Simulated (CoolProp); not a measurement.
Properties of oxygen along the isotherm 119.6 K (Tc = 154.6 K, pc = 5046 kPa, ω = 0.022).

Model: reference Helmholtz-energy equation of state, Schmidt 1985, in CoolProp.

| p (kPa) | phase | Z | cv (kJ/(kg K)) | speed of sound (m/s) | isothermal compressibility (1/MPa) |
|---|---|---|---|---|---|
| 1580 | liquid | 0.05190 | 0.8446 | 652.0 | 0.005415 |
| 3150 | liquid | 0.1026 | 0.8468 | 669.0 | 0.004986 |
| 4730 | liquid | 0.1529 | ___ | 684.7 | 0.004628 |
| 6310 | liquid | 0.2026 | 0.8518 | 699.3 | 0.004324 |
| 7890 | liquid | 0.2517 | ___ | 713.0 | ___ |
| 9460 | liquid | 0.2999 | 0.8571 | ___ | 0.003838 |
| 11000 | liquid | 0.3467 | 0.8597 | 737.7 | 0.003643 |
| 12600 | liquid | 0.3949 | 0.8624 | ___ | 0.003462 |

Task: Complete the blanks.

Result: 
- 4730, cv (kJ/(kg K)): 0.8492
- 7890, cv (kJ/(kg K)): 0.8544
- 7890, isothermal compressibility (1/MPa): 0.004063
- 9460, speed of sound (m/s): 725.8
- 12600, speed of sound (m/s): 749.5
